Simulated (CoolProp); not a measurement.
Vapour pressure (bar) of sulfur hexafluoride: the reference equation beside estimates from Tc = 318.7 K, pc = 37.55 bar, ω = 0.210. Clausius-Clapeyron is anchored at 260.5 K with a constant enthalpy of vaporisation of 13.48 kJ/mol.

Values from CoolProp's reference Helmholtz-energy equation of state, Guder 2009.

| T (K) | reference | Lee-Kesler | Clausius-Clapeyron | Peng-Robinson |
|---|---|---|---|---|
| 251.5 | 6.534 | 6.640 | 6.945 | 6.590 |
| 256 | 7.550 | 7.663 | 7.778 | 7.612 |
| 260.5 | 8.678 | 8.796 | 8.678 | 8.747 |
| 265 | 9.926 | 10.05 | 9.645 | 10.00 |
| 269.4 | 11.27 | 11.39 | 10.66 | 11.36 |
| 273.9 | 12.78 | 12.90 | 11.77 | 12.88 |
| 278.4 | 14.43 | 14.55 | 12.95 | 14.55 |
| 282.9 | 16.24 | 16.35 | 14.20 | 16.37 |
| 287.3 | 18.16 | 18.27 | 15.51 | 18.31 |
| 291.8 | 20.30 | 20.40 | 16.92 | 20.47 |
| 296.3 | 22.62 | 22.71 | 18.41 | 22.81 |
| 300.7 | 25.09 | 25.17 | 19.94 | 25.28 |
| 305.2 | 27.82 | 27.89 | 21.59 | 28.01 |

Absolute difference from the reference over all 13 rows, mean and median: Lee-Kesler 0.9 and 0.8 %, Clausius-Clapeyron 10.8 and 10.3 %, Peng-Robinson 0.8 and 0.8 %.
